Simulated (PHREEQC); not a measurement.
Brine: speciation

Consider water at 25 °C with 2.3 mol NaCl and 0.42 mol KCl per kg of water. Closed to the air; pH follows from the charge balance.

All values are PHREEQC results (Pitzer model, pitzer.dat), not measurements.

Precipitation was switched off in this run.

### Question
What activity of water does the model give?

### Answer
activity of water 0.906.
